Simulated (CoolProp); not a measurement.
Properties of m-xylene along the isotherm 113.05 °C (Tc = 343.7 °C, pc = 35.35 bar, ω = 0.326).

The numbers come from the reference Helmholtz-energy equation of state, Zhou 2012 in CoolProp.

```
p (bar)   phase       Z  cv (kJ/(kg K))
-------  ------  ------  --------------
29.5     liquid  0.1243           1.590
58.9     liquid  0.2471           1.591
88.4     liquid  0.3692           1.591
118      liquid  0.4907           1.592
147      liquid  0.6089               ?
177      liquid  0.7303           1.594
206      liquid  0.8468           1.594
236      liquid       ?               ?
265      liquid       ?               ?
295      liquid       ?               ?
324      liquid   1.314           1.598
353      liquid   1.427           1.598
```

Problem. Fill in the missing entries.

Solution. 
- 147, cv (kJ/(kg K)): 1.593
- 236, Z: 0.9666
- 236, cv (kJ/(kg K)): 1.595
- 265, Z: 1.082
- 265, cv (kJ/(kg K)): 1.596
- 295, Z: 1.200
- 295, cv (kJ/(kg K)): 1.597
